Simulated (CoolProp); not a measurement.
Computed with CoolProp (reference Helmholtz-energy equation of state, Zhou 2011).

### Question
Give the vapour pressure (kPa), vapour density (kg/m³), enthalpy of vaporisation (kJ/kg), liquid cp (kJ/(kg K)) of saturated dimethyl carbonate at 392.3 K.

### Answer
```json
[
 {"T (K)": "392.3", "p (kPa)": "236", "vapour density (kg/m³)": "6.88", "enthalpy of vaporisation (kJ/kg)": "355", "liquid cp (kJ/(kg K))": "2.04"}
]
```
